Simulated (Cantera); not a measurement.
Charge: 1 mol Fe₂O₃, 1.8 mol Cl₂, 0.18 mol O₂, at 1.00 bar.

Equilibrium computed with Cantera from the NASA thermochemical tables; the gas is ideal and each condensed phase is pure. Candidate condensed phases: Fe, FeCl₂, FeCl₃, FeO, Fe₂O₃, Fe₃O₄; 13 gas species. Rates play no part. All values below are at 1100 °C.

Base state: Cl₂ 0.405, O₂ 0.296, FeCl₃ 0.235, FeCl₂ 0.0482, Cl 0.0146, Fe₂Cl₆ 0.00139, Fe₂Cl₄ 0.000258, ClO 0.000233 (mole fractions); condensed: Fe₂O₃(s).

Task: What changes in the equilibrium state with this change: O₂ from 0.18 to 1.7 mol?

Result: 
```
species          before     after
-------------  --------  --------
O₂                0.296     0.554
Cl₂               0.405     0.311
FeCl₃             0.235    0.0987
FeCl₂            0.0482    0.0232
Cl               0.0146    0.0128
Fe₂Cl₆          0.00139  0.000246
Fe₂Cl₄         0.000258   5.96e-5
ClO            0.000233  0.000280
Fe₂O₃(s), mol     0.685     0.775
```

Task: What changes in the equilibrium state with this change: pressure from 1.00 bar to 0.000160 bar?

Result: 
| species | before | after |
|---|---|---|
| FeCl₂ | 0.0482 | 0.439 |
| O₂ | 0.296 | 0.397 |
| Cl | 0.0146 | 0.153 |
| Cl₂ | 0.405 | 0.00708 |
| FeCl₃ | 0.235 | 0.00358 |
| Fe₂Cl₆ | 0.00139 | <1e-9 |
| O | 3.35e-7 | 3.07e-5 |
| Fe₂Cl₄ | 0.000258 | 3.43e-6 |
| ClO | 0.000233 | 3.57e-5 |
| Fe₂O₃(s), mol | 0.685 | 0 |
| Fe₃O₄(s), mol | 0 | 0.164 |
